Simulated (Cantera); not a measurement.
A Cantera script and its output.

```python
import numpy as np
import cantera as ct

gas = ct.Solution("gri30.yaml")
gas.TPX = 375, 13332, {'CH4': 1, 'O2': 2.17, 'N2': 6.7}
flame = ct.FreeFlame(gas, width=0.16)
flame.set_refine_criteria(ratio=3, slope=0.08, curve=0.16)
flame.transport_model = "mixture-averaged"
flame.solve(loglevel=0, auto=True)
z, T = flame.grid, flame.T
thick = (T[-1] - T[0]) / np.gradient(T, z).max()
show = ['CH4', 'O2', 'NO', 'CH2O', 'C2H', 'H']
print(f"laminar burning velocity  {flame.velocity[0] * 100:.3f} cm/s")
print(f"burnt temperature         {T[-1]:.1f} K")
print(f"thermal thickness         {thick * 1e3:.4f} mm")
print(f"grid points               {len(z)}")
z0 = z[flame.heat_release_rate.argmax()]
print(f"{'z/mm':>9s}{'T/K':>9s}{'u/(m/s)':>9s}" + "".join(f"{s:>11s}" for s in show))
rows = []
for k in (-3, -2, -1.5, -1, -0.5, -0.25, 0, 0.25, 0.5, 1, 2, 4, 8):
    zz = z0 + k * thick
    rows.append([k * thick, np.interp(zz, z, T), np.interp(zz, z, flame.velocity),
                 *(np.interp(zz, z, flame.X[gas.species_index(s)]) for s in show)])
    print(f"{rows[-1][0] * 1e3:9.3f}{rows[-1][1]:9.1f}{rows[-1][2]:9.3f}" + "".join(f"{x:11.3e}" for x in rows[-1][3:]))
```

Result:

```
laminar burning velocity  106.700 cm/s
burnt temperature         2285.0 K
thermal thickness         1.8973 mm
grid points               170
     z/mm      T/K  u/(m/s)        CH4         O2         NO       CH2O        C2H          H
   -5.692    375.0    1.067  1.013e-01  2.198e-01  2.037e-12  1.782e-09  5.813e-31  4.015e-14
   -3.795    375.2    1.069  1.012e-01  2.196e-01  7.438e-11  9.192e-08  1.051e-26  8.310e-11
   -2.846    376.8    1.075  1.009e-01  2.191e-01  8.002e-10  1.105e-06  5.299e-24  1.308e-08
   -1.897    407.4    1.169  9.871e-02  2.165e-01  2.212e-08  2.179e-05  8.575e-20  6.406e-06
   -0.949    790.5    2.311  7.570e-02  1.883e-01  5.798e-07  3.300e-04  9.446e-13  6.611e-04
   -0.474   1230.8    3.649  4.362e-02  1.453e-01  1.671e-06  9.458e-04  1.666e-09  2.198e-03
    0.000   1647.2    4.940  1.221e-02  9.303e-02  3.798e-06  9.077e-04  1.059e-07  5.886e-03
    0.474   1824.6    5.490  1.358e-03  6.005e-02  6.531e-06  2.135e-04  1.104e-07  1.050e-02
    0.949   1862.3    5.594  8.116e-05  4.694e-02  8.385e-06  1.597e-05  8.385e-09  1.346e-02
    1.897   1886.8    5.639  2.292e-07  3.997e-02  1.012e-05  4.771e-08  9.650e-12  1.551e-02
    3.795   1914.7    5.699  1.473e-10  3.727e-02  1.224e-05  4.801e-11  2.745e-15  1.556e-02
    7.589   1953.1    5.794  6.611e-15  3.583e-02  1.641e-05  1.483e-11  6.080e-20  1.390e-02
   15.179   2010.1    5.939  6.561e-18  3.424e-02  2.536e-05  1.379e-11  1.447e-24  1.111e-02
```

Cantera simulation using GRI-Mech 3.0 (53 species, 325 reactions); the numbers are that mechanism's predictions, not measurements. Burning velocities carry a grid error of a few per cent, more on coarse grids.
